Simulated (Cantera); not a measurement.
Mixture: CH4 : O2 : N2 = 1 : 1.05 : 3.68 (molar parts), at 10.0 bar, adiabatic and at constant volume. Ignition delay is the time to a rise of 400 K.

Cantera simulation using GRI-Mech 3.0 (53 species, 325 reactions); the numbers are that mechanism's predictions, not measurements.

**Question.** What does this change do: pressure from 10.0 bar to 23.0 bar?

**Answer.** 
```csv
quantity,before,after
delay at 1025 K,67.9 ms,25.9 ms
delay at 1125 K,15.8 ms,5.86 ms
delay at 1225 K,4.35 ms,1.68 ms
delay at 1325 K,1.35 ms,0.556 ms
delay at 1425 K,0.460 ms,0.202 ms
apparent activation energy between 1325 and 1425 K,170 kJ/mol,160 kJ/mol
```
The pressure lies above the range GRI-Mech 3.0 was tuned for (to about 10 atm).

**Question.** What does this change do: constant pressure in place of constant volume?

**Answer.** 
| quantity | before | after |
|---|---|---|
| delay at 1025 K | 67.9 ms | 70.2 ms |
| delay at 1125 K | 15.8 ms | 16.6 ms |
| delay at 1225 K | 4.35 ms | 4.65 ms |
| delay at 1325 K | 1.35 ms | 1.46 ms |
| delay at 1425 K | 0.460 ms | 0.503 ms |
| apparent activation energy between 1325 and 1425 K | 170 kJ/mol | 170 kJ/mol |
